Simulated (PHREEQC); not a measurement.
A solution holds 0.028 mol Na2SeO3 and 0.055 mol NaCl per kg of water, at 90 °C. Closed to the air; pH follows from the charge balance.

Computed with PHREEQC (ion-association model, wateq4f.dat).

Question: The ionic strength comes out as 0.138 mol/kgw. What activity coefficients do SeO3-2, OH-, Cl-, Na+, HSeO3- get?

Answer: SeO3-2 0.29, OH- 0.71, Cl- 0.71, Na+ 0.73, HSeO3- 0.73.

No solid was allowed to form. Complexes and solids missing from the database can't appear. At this temperature some constants are extrapolated from 25 °C, and those without enthalpy data are left unchanged.
